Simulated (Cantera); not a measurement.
Low-pressure radical oxidation in H2/O2

An isothermal, constant-pressure homogeneous reactor starts with 0.366 % H2, 20.3 % O2, 79.3 % N2, at 1100 K and 21.8 Torr.

Cantera simulation using GRI-Mech 3.0 (53 species, 325 reactions); the numbers are that mechanism's predictions, not measurements. Radical loss at walls, strong at low pressure, is not modelled.

```tsv
t (s)	x H2	x O2	x NO2	x H2O2	x NO	x H2O	x N2O
7.00e-5	0.00366	0.203	<1e-12	<1e-12	<1e-12	<1e-12	<1e-12
0.000172	0.00366	0.203	<1e-12	<1e-12	<1e-12	1.53e-12	<1e-12
0.000421	0.00366	0.203	<1e-12	<1e-12	<1e-12	1.63e-11	<1e-12
0.00103	0.00366	0.203	<1e-12	<1e-12	<1e-12	1.54e-10	<1e-12
0.00253	0.00366	0.203	<1e-12	<1e-12	<1e-12	1.87e-9	<1e-12
0.00622	0.00366	0.203	<1e-12	1.23e-12	<1e-12	9.91e-8	<1e-12
0.0153	0.00295	0.203	<1e-12	2.14e-8	2.08e-11	0.000547	9.36e-11
0.0374	2.91e-5	0.201	1.97e-12	1.62e-8	1.06e-8	0.00344	6.84e-9
0.0918	1.25e-5	0.201	5.36e-12	1.38e-8	1.86e-8	0.00356	1.64e-8
0.225	4.17e-6	0.202	1.19e-11	1.18e-8	2.17e-8	0.00362	2.37e-8
0.552	9.70e-7	0.202	2.56e-11	7.66e-9	2.27e-8	0.00365	2.82e-8
1.35	1.93e-7	0.202	4.65e-11	3.28e-9	2.31e-8	0.00366	3.05e-8
3.32	3.93e-8	0.202	6.33e-11	1.01e-9	2.33e-8	0.00366	3.15e-8
8.15	9.16e-9	0.202	6.65e-11	2.90e-10	2.34e-8	0.00366	3.20e-8
20.0	2.51e-9	0.202	5.93e-11	8.80e-11	2.35e-8	0.00367	3.19e-8
```
x: mole fraction; the columns are a selection and need not sum to one.

Equilibrium at this temperature and pressure: H2 6.36e-11, O2 0.202, NO2 4.00e-7, H2O2 2.53e-12, NO 8.41e-5, H2O 0.00367, N2O 1.08e-9 (gas phase only).
